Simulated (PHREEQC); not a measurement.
Consider water at 70 °C with 0.021 mol NH4BF4 per kg of water. Closed to the air; pH follows from the charge balance.

Model: ion-association model, phreeqc.dat, run in PHREEQC.

Each row changes one thing in this solution. Precipitation was switched off in this run.

```
case                                  pH  ionic strength (mol/kgw)  BF4- (mol/kgw)  HF (mol/kgw)  F- (mol/kgw)  H3BO3 (mol/kgw)
----------------------------------  ----  ------------------------  --------------  ------------  ------------  ---------------
as made                             3.02                    0.0221          0.0160       0.00934       0.00319          0.00223
temperature from 70 to 20 °C        2.87                    0.0225          0.0180       0.00418       0.00265          0.00117
diluted 2-fold with water           3.08                    0.0114         0.00685       0.00751       0.00287          0.00205
temperature from 70 to 5 °C         2.85                    0.0226          0.0183       0.00330       0.00255         0.000988
temperature from 70 to 50 °C        2.94                    0.0223          0.0170       0.00677       0.00292          0.00171
NH4BF4 from 0.021 to 0.105 mol/kgw  2.82                     0.107          0.0947        0.0152       0.00391          0.00231
```

Away from 25 °C the constants follow the database's enthalpies or fits; those with neither stay at their 25 °C values. Real BF4- forms and hydrolyses slowly; the run takes it at equilibrium.
